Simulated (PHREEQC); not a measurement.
A PHREEQC speciation (ion-association model, wateq4f.dat) at 51 °C gives pH 1.73 and these molalities:

```json
[
 {"species": "H+", "mol/kgw": "0.0223"},
 {"species": "HSO4-", "mol/kgw": "0.0217"},
 {"species": "SO4-2", "mol/kgw": "0.0129"},
 {"species": "Ni+2", "mol/kgw": "0.0122"},
 {"species": "NiSO4", "mol/kgw": "0.00575"},
 {"species": "Mg+2", "mol/kgw": "0.000452"},
 {"species": "MgSO4", "mol/kgw": "0.000418"},
 {"species": "Ni(SO4)2-2", "mol/kgw": "3.36e-6"}
]
```

What are the element totals, and what could have been dissolved in 1 kg of water to give them?

This is not unique; one that fits is totals Mg 0.000870, Ni 0.0180, S(6) 0.0409 mol/kgw, from 22 mmol/kgw H2SO4, 18 mmol/kgw NiSO4 and 0.87 mmol/kgw MgSO4.

Precipitation was switched off in this run. Species that the database lacks are ignored. Constants without temperature data keep their 25 °C values here.
